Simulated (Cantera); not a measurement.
What does this Cantera script print?

```python
import numpy as np
import cantera as ct

gas_names = [...]  # 127 gases of nasa_gas.yaml made of C, Fe, H, O, S
cond_names = """
    C(gr) C6H6(L) C7H8(L) C8H18(L),n-octa Fe(a) Fe(c) Fe(d) Fe(L) FeC5O5(L) FeO(s) FeO(L) Fe(OH)2(s)
    Fe(OH)3(s) FeS(a) FeS(b) FeS(c) FeS(L) FeSO4(s) FeS2(s) Fe2O3(s) Fe2S3O12(s) Fe3O4(s) H2O(s) H2O(L)
    H2SO4(L) S(cr1) S(cr2) S(L)
""".split()


# ... load() reads the species with a 1 bar reference pressure and builds the phases ...
atoms = {
    'Fe': {'Fe': 1},
    'CO2': {'C': 1, 'O': 2},
    'CO': {'C': 1, 'O': 1},
    'H2S': {'H': 2, 'S': 1},
}
top_T = {'C(gr)': 4500, 'FeSO4(s)': 950, 'FeS2(s)': 1010, 'Fe2O3(s)': 1830, 'Fe2S3O12(s)': 1100, 'Fe3O4(s)': 1870}  # K; cautious upper limits of use, not melting points


# ... equilibrate(T, P, feed) seeds the gas with the atoms and calls Mixture.equilibrate('TP', solver="vcs", rtol=1e-11, max_steps=5000) ...
results = []
feed = {'Fe': 1, 'CO2': 0.31, 'CO': 1.5, 'H2S': 0.46}  # mol
P = 370  # Pa
for T in [823, 923, 1023, 1123, 1223, 1323, 1423, 1523, 1623, 1723, 1823, 1923, 2023]:
    mix = equilibrate(T, P, feed)
    results.append((T, P, feed, dict(zip(mix.species_names, mix.species_moles))))
    x = sorted(zip(gas.X, gas.species_names), reverse=True)
    print(f"T = {T:g} K  P = {P:g} Pa  gas = {mix.phase_moles(0):.4g} mol")
    print("   x: " + "  ".join(f"{s} {v:.3e}" for v, s in x if v > 0.0001))
    print("   condensed (mol): " + ("  ".join(f"{mix.phase(i).name} {mix.phase_moles(i):.4g}"
          for i in range(1, mix.n_phases) if mix.phase_moles(i) > 1e-12) or "none"))
```

It prints:

```
T = 823 K  P = 370 Pa  gas = 2.27 mol
   x: CO 6.708e-01  H2 1.924e-01  CO2 1.266e-01  H2O 1.004e-02
   condensed (mol): Fe(a) 0.5401  FeS(c) 0.4599
T = 923 K  P = 370 Pa  gas = 2.27 mol
   x: CO 6.770e-01  H2 1.863e-01  CO2 1.203e-01  H2O 1.622e-02  H2S 1.064e-04
   condensed (mol): Fe(a) 0.5403  FeS(c) 0.4597
T = 1023 K  P = 370 Pa  gas = 2.27 mol
   x: CO 6.836e-01  H2 1.796e-01  CO2 1.137e-01  H2O 2.285e-02  H2S 2.361e-04
   condensed (mol): Fe(a) 0.5406  FeS(c) 0.4594
T = 1123 K  P = 370 Pa  gas = 2.27 mol
   x: CO 6.901e-01  H2 1.728e-01  CO2 1.072e-01  H2O 2.935e-02  H2S 4.593e-04
   condensed (mol): Fe(a) 0.5412  FeS(c) 0.4588
T = 1223 K  P = 370 Pa  gas = 2.27 mol
   x: CO 6.960e-01  H2 1.665e-01  CO2 1.012e-01  H2O 3.535e-02  H2S 7.996e-04  COS 1.067e-04
   condensed (mol): Fe(c) 0.5422  FeS(c) 0.4578
T = 1323 K  P = 370 Pa  gas = 2.27 mol
   x: CO 7.012e-01  H2 1.606e-01  CO2 9.581e-02  H2O 4.071e-02  H2S 1.269e-03  S2 1.831e-04  COS 1.791e-04
   condensed (mol): Fe(c) 0.5442  FeS(c) 0.4558
T = 1423 K  P = 370 Pa  gas = 2.274 mol
   x: CO 7.049e-01  H2 1.551e-01  CO2 9.089e-02  H2O 4.531e-02  H2S 1.862e-03  S2 1.345e-03  COS 2.777e-04  SH 1.695e-04
   condensed (mol): Fe(c) 0.5516  FeS(c) 0.4484
T = 1523 K  P = 370 Pa  gas = 2.286 mol
   x: CO 7.055e-01  H2 1.497e-01  CO2 8.581e-02  H2O 4.886e-02  S2 6.095e-03  H2S 2.314e-03  SH 5.353e-04  COS 3.637e-04  SO2 3.469e-04  SO 2.100e-04  H 1.470e-04
   condensed (mol): Fe(c) 0.5765  FeS(L) 0.4233
T = 1623 K  P = 370 Pa  gas = 2.326 mol
   x: CO 6.987e-01  H2 1.438e-01  CO2 7.893e-02  H2O 5.039e-02  S2 2.004e-02  H2S 2.594e-03  SO2 1.429e-03  SH 1.365e-03  SO 1.035e-03  Fe 4.519e-04  H 4.310e-04  COS 4.275e-04  S 3.545e-04
   condensed (mol): Fe(c) 0.6491  FeS(L) 0.3499
T = 1723 K  P = 370 Pa  gas = 2.446 mol
   x: CO 6.729e-01  H2 1.359e-01  CO2 6.667e-02  S2 5.738e-02  H2O 4.727e-02  SO2 4.360e-03  SO 3.961e-03  SH 3.088e-03  H2S 2.808e-03  Fe 2.466e-03  S 1.528e-03  H 1.105e-03  COS 4.801e-04
   condensed (mol): Fe(d) 0.8548  FeS(L) 0.1392
T = 1823 K  P = 370 Pa  gas = 2.554 mol
   x: CO 6.538e-01  H2 1.315e-01  S2 7.605e-02  CO2 5.439e-02  H2O 4.277e-02  Fe 1.100e-02  SO 8.880e-03  SO2 7.528e-03  SH 4.642e-03  S 4.045e-03  H 2.582e-03  H2S 2.210e-03  COS 3.863e-04  S2O 1.462e-04
   condensed (mol): Fe(L) 0.9718
T = 1923 K  P = 370 Pa  gas = 2.655 mol
   x: CO 6.373e-01  H2 1.280e-01  S2 6.670e-02  CO2 4.420e-02  Fe 4.002e-02  H2O 3.815e-02  SO 1.470e-02  SO2 9.605e-03  S 7.994e-03  H 5.541e-03  SH 5.529e-03  H2S 1.477e-03  COS 2.631e-04  FeO 1.962e-04  S2O 1.475e-04  OH 1.422e-04
   condensed (mol): Fe(L) 0.8932
T = 2023 K  P = 370 Pa  gas = 2.959 mol
   x: CO 5.791e-01  Fe 1.272e-01  H2 1.159e-01  S2 5.189e-02  CO2 3.246e-02  H2O 3.031e-02  SO 2.060e-02  S 1.382e-02  H 1.063e-02  SO2 1.012e-02  SH 5.830e-03  H2S 8.911e-04  FeO 7.009e-04  OH 2.896e-04  COS 1.622e-04  S2O 1.237e-04
   condensed (mol): Fe(L) 0.6215
```

Cantera equilibrium calculation (NASA polynomials, part measured and part estimated; ideal gas, pure solids and liquids). Metal and sulfide melt together well below either melting point, which pure phases cannot show. Mutual solubility and eutectic melting of coexisting phases are not modelled. FeS: taken at fixed stoichiometry. Gases not in the tables: S3 to S7.
